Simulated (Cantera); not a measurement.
# Thermodynamics of hydrogen reduction and annealing atmospheres, feed FeS + H2 + N2

A closed system holds: 1 mol FeS, 0.42 mol H2, 0.87 mol N2, at 0.00110 bar.

Cantera equilibrium calculation (NASA polynomials, part measured and part estimated; ideal gas, pure solids and liquids). Candidate condensed phases: Fe, FeS, FeS2, S; 16 gas species. Metal and sulfide melt together well below either melting point, which pure phases cannot show. Mutual solubility and eutectic melting of coexisting phases are not modelled. FeS: taken at fixed stoichiometry. Gases not in the tables: S3 to S7. The numbers say what is thermodynamically allowed, not how fast it happens.

| T (K) | x N2 | x H2 | x S2 | x H2S | n Fe(α) | n FeS(s) | n Fe(γ) | n FeS(l) |
|---|---|---|---|---|---|---|---|---|
| 975 | 0.674 | 0.325 | 2.29e-8 | 0.000292 | 0.000377 | 1.000 | 0 | 0 |
| 1025 | 0.674 | 0.325 | 1.49e-7 | 0.000434 | 0.000561 | 0.999 | 0 | 0 |
| 1075 | 0.674 | 0.325 | 8.25e-7 | 0.000625 | 0.000809 | 0.999 | 0 | 0 |
| 1125 | 0.674 | 0.325 | 3.96e-6 | 0.000874 | 0.00114 | 0.999 | 0 | 0 |
| 1175 | 0.674 | 0.324 | 1.66e-5 | 0.00119 | 0.00158 | 0.998 | 0 | 0 |
| 1225 | 0.674 | 0.324 | 6.24e-5 | 0.00157 | 0 | 0.998 | 0.00221 | 0 |
| 1275 | 0.674 | 0.323 | 0.000210 | 0.00203 | 0 | 0.997 | 0.00323 | 0 |
| 1325 | 0.674 | 0.323 | 0.000643 | 0.00257 | 0 | 0.995 | 0.00512 | 0 |
| 1375 | 0.673 | 0.322 | 0.00181 | 0.00319 | 0 | 0.991 | 0.00908 | 0 |
| 1425 | 0.671 | 0.320 | 0.00469 | 0.00387 | 0 | 0.982 | 0.0178 | 0 |
| 1475 | 0.667 | 0.317 | 0.0109 | 0.00451 | 0 | 0 | 0.0355 | 0.964 |
x: gas mole fraction; n: condensed amount in mol.

From 975 K to 1175 K the condensed part is Fe(α) + FeS(s). From 1225 K to 1425 K the condensed part is Fe(γ) + FeS(s). At 1475 K the condensed part is Fe(γ) + FeS(l).
